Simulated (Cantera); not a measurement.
Feed: 1 mol CuF₂, 1.5 mol H₂O, 24 mol H₂, held at 100000 Pa.

Method: chemical equilibrium by Gibbs-energy minimisation in Cantera with the NASA 1993 tables (ideal gas, pure condensed phases). Candidate condensed phases: Cu, CuF₂, CuO, Cu(OH)₂, Cu₂O, H₂O; 27 gas species. Rates play no part.

Q: What share of the Cu ends up in condensed phases as a function of T (K), at 600, 800, 1000, 1200, 1400, 1600, 1800, 2000, 2200?

A: 
```
T (K)  Cu condensed (%)     as
-----  ----------------  -----
600               100.0  Cu(s)
800               100.0  Cu(s)
1000              100.0  Cu(s)
1200              100.0  Cu(s)
1400              100.0  Cu(l)
1600               99.9  Cu(l)
1800               98.5  Cu(l)
2000               88.1  Cu(l)
2200               34.8  Cu(l)
```
